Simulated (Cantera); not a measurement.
Pyrogenic steam for wet oxidation

An isothermal, constant-pressure homogeneous reactor starts with H2 : O2 : N2 = 1.9 : 1 : 4 (molar parts), equivalence ratio 0.95, at 975 K and 0.132 atm.

Cantera simulation using the H2/O2 subset of GRI-Mech 3.0, which has no nitrogen chemistry; the numbers are that mechanism's predictions, not measurements. Radical loss at walls, strong at low pressure, is not modelled. The temperature is held fixed by assumption; the heat of reaction is taken as removed at once.

| t (s) | x H2 | x O2 | x H2O | x HO2 | x H2O2 | x O |
|---|---|---|---|---|---|---|
| 4.00e-6 | 0.275 | 0.145 | <1e-12 | 7.71e-12 | <1e-12 | <1e-12 |
| 1.90e-5 | 0.275 | 0.145 | 3.65e-12 | 3.73e-11 | <1e-12 | 2.10e-12 |
| 9.06e-5 | 0.275 | 0.145 | 1.65e-10 | 1.97e-10 | <1e-12 | 2.68e-11 |
| 0.000431 | 0.275 | 0.145 | 5.08e-8 | 7.36e-9 | 1.31e-11 | 4.08e-9 |
| 0.00205 | 0.0377 | 0.0342 | 0.248 | 1.16e-5 | 8.29e-7 | 0.00259 |
| 0.00976 | 0.00279 | 0.00982 | 0.316 | 3.66e-6 | 7.22e-7 | 7.64e-5 |
| 0.0464 | 0.000332 | 0.00856 | 0.319 | 2.01e-6 | 4.57e-7 | 4.59e-6 |
| 0.221 | 3.41e-5 | 0.00842 | 0.319 | 4.51e-7 | 9.06e-8 | 2.11e-7 |
| 1.05 | 1.93e-6 | 0.00840 | 0.319 | 3.14e-8 | 1.21e-8 | 1.46e-8 |
| 5.00 | 4.09e-8 | 0.00840 | 0.319 | 1.14e-9 | 2.25e-9 | 2.13e-9 |
x: mole fraction; the columns are a selection and need not sum to one.

Equilibrium at this temperature and pressure: H2 3.91e-10, O2 0.00840, H2O 0.319, HO2 5.97e-11, H2O2 2.17e-11, O 1.82e-11 (gas phase only).
